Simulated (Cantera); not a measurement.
An adiabatic, constant-volume homogeneous reactor starts with H₂ : O₂ : N₂ = 1 : 0.794 : 2.98 (molar parts), equivalence ratio 0.63, at 1025 K and 20.7 atm.

Computed with Cantera and the H2/O2 subset of GRI-Mech 3.0, which has no nitrogen chemistry. The hydrogen kinetics of GRI-Mech 3.0 are dated; newer H2 mechanisms differ, most at raised pressure. The pressure lies above the range GRI-Mech 3.0 was tuned for (to about 10 atm).

x: mole fraction; the columns are a selection and need not sum to one.

```
t (s)     T (K)  P (bar)     x H₂    x O₂    x HO₂     x H₂O      x OH       x O    x H₂O₂
--------  -----  -------  -------  ------  -------  --------  --------  --------  --------
4.00e-6    1025     21.0    0.209   0.166      ___  4.25e-10  1.52e-12  4.44e-12  7.92e-11
1.39e-5    1025     21.0    0.209   0.166      ___   1.58e-9  1.72e-12  4.86e-12  9.53e-10
4.80e-5    1025     21.0    0.209   0.166      ___   7.13e-9  2.86e-12  6.49e-12   1.13e-8
0.000167   1025     21.0    0.209   0.166      ___   6.70e-8  1.25e-11  1.43e-11   1.34e-7
0.000577   1025     21.0    0.209   0.166      ___   1.99e-6  1.52e-10  8.94e-11   2.12e-6
0.00200    1028     21.0    0.209   0.166      ___  0.000212   5.86e-9   2.01e-9   8.47e-5
0.00693    2773     51.2  0.00241  0.0655  4.53e-5     0.223    0.0131   0.00176   4.90e-6
0.0240     2773     51.2  0.00241  0.0655  4.53e-5     0.223    0.0131   0.00176   4.90e-6
0.0833     2773     51.2  0.00241  0.0655  4.53e-5     0.223    0.0131   0.00176   4.90e-6
0.289      2773     51.2  0.00241  0.0655  4.53e-5     0.223    0.0131   0.00176   4.90e-6
1.00       2773     51.2  0.00241  0.0655  4.53e-5     0.223    0.0131   0.00176   4.90e-6
```

Problem. Some entries are withheld; supply them.

Solution. 
- 4.00e-6, x HO₂: 8.70e-9
- 1.39e-5, x HO₂: 3.03e-8
- 4.80e-5, x HO₂: 1.07e-7
- 0.000167, x HO₂: 4.06e-7
- 0.000577, x HO₂: 2.57e-6
- 0.00200, x HO₂: 2.36e-5
